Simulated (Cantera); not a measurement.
## Roasting and sulfation: FeS2 + SO2 + O2

Charge: 1 mol FeS2, 4.2 mol SO2, 0.17 mol O2, at 1.00 bar.

Method: chemical equilibrium by Gibbs-energy minimisation in Cantera with the NASA 1993 tables (ideal gas, pure condensed phases). Candidate condensed phases: Fe, FeO, FeS, FeSO4, FeS2, Fe2O3, Fe2(SO4)3, Fe3O4, S; 12 gas species. FeS: taken at fixed stoichiometry. Gases not in the tables: S3 to S7. The numbers say what is thermodynamically allowed, not how fast it happens.

```tsv
T (K)	log p SO2	log p S2	log p S2O	log p SO	n FeSO4(s)	n FeS2(s)	n Fe3O4(s)	n FeS(s)
650	0.00	-4.44	-4.46	-8.71	0.0568	0.943	0	0
725	0.00	-3.69	-3.93	-7.52	0	0.935	0.0216	0
800	0.00	-2.82	-3.30	-6.48	0	0.930	0.0233	0
875	0.00	-2.10	-2.78	-5.62	0	0.906	0.0313	0
950	-0.04	-1.09	-2.07	-4.81	0	0	0	1.00
1025	-0.04	-1.09	-2.08	-4.32	0	0	0	1.00
1100	-0.04	-1.09	-2.09	-3.90	0	0	0	1.00
1175	-0.04	-1.09	-2.10	-3.53	0	0	0	1.00
```
log p: log10 of the partial pressure in bar; n: condensed amount in mol.

At 650 K the condensed part is FeSO4(s) + FeS2(s). From 725 K to 875 K the condensed part is FeS2(s) + Fe3O4(s). From 950 K to 1175 K the condensed part is FeS(s).
